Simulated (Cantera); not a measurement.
A freely propagating, adiabatic, planar premixed flame of H2 : O2 : N2 = 1 : 0.263 : 0.989 (molar parts), equivalence ratio 1.9, unburnt at 600 K and 0.109 atm; mixture-averaged transport, grid criteria slope 0.08 and curve 0.16, no radiation.

Cantera simulation using the H2/O2 subset of GRI-Mech 3.0, which has no nitrogen chemistry; the numbers are that mechanism's predictions, not measurements. Burning velocities carry a grid error of a few per cent, more on coarse grids.

What does this change do: inlet temperature 600 to 575 K?


```csv
quantity,before,after
laminar burning velocity,670 cm/s,619 cm/s
thermal thickness,7.85 mm,7.69 mm
peak x(H2O2),3.62e-7,5.32e-7
peak x(O),0.00592,0.00576
peak x(HO2),3.50e-5,3.88e-5
```
